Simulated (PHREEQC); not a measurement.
0.016 g of hydrous ferric oxide (600 m²/g; 0.2 weak and 0.005 strong sites per Fe, Dzombak-Morel constants, diffuse double layer) in 1 kg of water with 0.001 mol/kgw of an inert sodium salt and 0.0042 mmol/kgw CuCl2 and 0.0079 mmol/kgw PbCl2, at 25 °C; the pH is set by adding NaOH or the inert anion's acid. O2 is buffered at 0.21 atm. The system is closed to CO2. Precipitation was switched off in this run.

Equilibrium calculation in PHREEQC: ion-association model, wateq4f.dat.

```tsv
pH	Cu sorbed (%)	Pb sorbed (%)	surface charge σ (C/m²)	surface potential ψ (mV)
4	0.1	3.8	0.119	210
4.5	?	8.9	0.080	192
5	1.4	11.4	?	?
5.5	8.4	15.0	0.034	149
6	35.1	30.2	0.023	130
6.5	67.2	59.2	0.018	?
7	80.2	85.2	0.013	100
7.5	80.8	96.7	0.008	77
8	79.7	99.3	0.004	49
8.5	78.9	99.8	0.002	21
9	78.3	99.9	-0.001	-8
9.5	77.6	100.0	-0.003	-37
10	76.6	100.0	-0.007	-66
```

Problem. Some entries are withheld; supply them.

Solution. 
- 4.5, Cu sorbed (%): 0.3
- 5, surface charge σ (C/m²): 0.053
- 5, surface potential ψ (mV): 171
- 6.5, surface potential ψ (mV): 116

Along this series the solution becomes supersaturated in solids that the run did not let form, among them Pb(OH)2. The database's constant for dissolved Cu(OH)2 is higher than later reviews accept.
